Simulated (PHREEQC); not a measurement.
PHREEQC input (ion-association model, phreeqc.dat):

```
SOLUTION_SPECIES
  CO3-2 + 10 H+ + 8 e- = CH4 + 3 H2O  # shut off: no methane
    -log_k -100
    -delta_h 0
    -analytic -100
SOLUTION 1
  temp 25
  units mol/kgw
  pH 7 charge
END
SELECTED_OUTPUT 1
  -reset false
  -pH true
  -pe true
  -ionic_strength true
  -water true
  -totals C C(-4) C(4) Hdg
  -molalities H+ CO3-2 OH- HCO3- CO2 (CO2)2
USER_PUNCH 1
  -headings p_CO2(g) phi_CO2(g) p_Hdg(g) phi_Hdg(g) p_H2O(g) phi_H2O(g) density
  10 PUNCH PR_P("CO2(g)"), PR_PHI("CO2(g)"), PR_P("Hdg(g)"), PR_PHI("Hdg(g)"), PR_P("H2O(g)"), PR_PHI("H2O(g)"), RHO
PRINT
  -reset false
USE solution 1
REACTION_TEMPERATURE 1
  40
GAS_PHASE 1
  -fixed_pressure
  -pressure 2
  -temperature 40
  -volume 20
  CO2(g) 1.02
  Hdg(g) 0.98
  H2O(g) 0
END
# ... the last block is repeated for the other 12 points of P (atm)
```

Selected output (columns that matter, 13 of 13 rows; P (atm) added in front):

```
P (atm)	pH	mu	C	Hdg	m_H+	m_OH-	m_CO2	p_CO2(g)	phi_CO2(g)	p_Hdg(g)	phi_Hdg(g)	p_H2O(g)	phi_H2O(g)	density
2	3.97	0.00010847	0.022892	0.00071442	0.00010847	2.7679e-10	0.022753	0.96876	0.99194	0.9574	1.0024	0.073844	0.98564	0.99245
5	3.769	0.00017282	0.057608	0.0018264	0.00017282	1.7516e-10	0.057246	2.4767	0.98019	2.4478	1.0057	0.075469	0.96587	0.99286
10	3.6217	0.0002433	0.11331	0.0036784	0.0002433	1.2553e-10	0.11234	4.9918	0.96095	4.93	1.0113	0.078267	0.93372	0.99354
20	3.4798	0.00033835	0.21696	0.0073798	0.00033835	9.1443e-11	0.21398	10.028	0.92368	9.8878	1.0229	0.084219	0.8723	0.99481
30	3.4008	0.00040658	0.31076	0.011082	0.00040658	7.6924e-11	0.30497	15.072	0.88799	14.838	1.035	0.090674	0.81459	0.99598
40	3.3475	0.00046031	0.39529	0.014789	0.00046031	6.8619e-11	0.3862	20.122	0.85386	19.78	1.0477	0.097671	0.76045	0.99707
50	3.3082	0.00050446	0.47115	0.018505	0.00050446	6.3203e-11	0.45849	25.179	0.82125	24.716	1.0609	0.10525	0.70976	0.99807
75	3.2427	0.00058768	0.62693	0.027855	0.00058768	5.5476e-11	0.60516	37.843	0.74627	37.03	1.0959	0.12695	0.59719	1.0003
100	3.202	0.00064609	0.74189	0.037313	0.00064609	5.1561e-11	0.71193	50.53	0.68029	49.317	1.1333	0.15302	0.50317	1.0021
150	3.1546	0.00072172	0.88414	0.056518	0.00072172	4.8158e-11	0.84238	75.945	0.57327	73.836	1.212	0.21966	0.36202	1.0049
200	3.1274	0.00076892	0.95557	0.075778	0.00076892	4.7145e-11	0.9072	101.38	0.49497	98.315	1.2898	0.30585	0.2688	1.0072
300	3.0931	0.00083292	1.0137	0.11247	0.00083292	4.7318e-11	0.95957	152.24	0.39913	147.23	1.4277	0.52585	0.16727	1.0109
400	3.0663	0.00088666	1.0385	0.14501	0.00088666	4.829e-11	0.9819	203.08	0.35032	196.13	1.5427	0.78497	0.1199	1.0143
```

Away from 25 °C the constants follow the database's enthalpies or fits; those with neither stay at their 25 °C values.
